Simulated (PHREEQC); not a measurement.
## Ultrapure water in contact with air or piping: speciation

Synthetic water in mg/L, 25 °C, pH 7, pe -0.7:

```tsv
constituent	mg/L
Na	0.0782
K	0.162
Ca	0.0669
Mg	0.0185
Cl	0.0513
S(6) as SO4	0.139
Alkalinity as HCO3	0.478
Mn(2)	0.0201
Zn	0.00696
Si as SiO2	0.000108
B	0.000908
Li	0.00241
F	2.58e-05
```

Cl is adjusted to close the charge balance.
Valence states are taken as typed.

The numbers come from PHREEQC with the ion-association model, phreeqc.dat.

| Property | Value |
|---|---|
| ionic strength | 1.81e-5 mol/kgw |

| species | molality | activity | log γ |
|---|---|---|---|
| HCO3- | 7.82e-6 | 7.78e-6 | -0.002 |
| K+ | 4.14e-6 | 4.12e-6 | -0.002 |
| Na+ | 3.40e-6 | 3.39e-6 | -0.002 |
| Cl- | 2.97e-6 | 2.95e-6 | -0.002 |
| CO2 | 1.75e-6 | 1.75e-6 | 0.000 |
| Ca+2 | 1.67e-6 | 1.64e-6 | -0.009 |
| SO4-2 | 1.45e-6 | 1.42e-6 | -0.009 |
| Mg+2 | 7.61e-7 | 7.46e-7 | -0.009 |
| Mn+2 | 3.65e-7 | 3.58e-7 | -0.009 |
| Li+ | 3.47e-7 | 3.46e-7 | -0.002 |
| Zn+2 | 1.05e-7 | 1.03e-7 | -0.009 |
| OH- | 1.02e-7 | 1.01e-7 | -0.002 |
| H+ | 1.01e-7 | 1.00e-7 | -0.002 |
| H3BO3 | 8.35e-8 | 8.35e-8 | 0.000 |
| CO3-2 | 3.72e-9 | 3.65e-9 | -0.009 |

This is a speciation only: nothing precipitates in the calculation. SiF6-2 is the database's only silicon fluoride. Real BF4- forms and hydrolyses slowly; the run takes it at equilibrium.
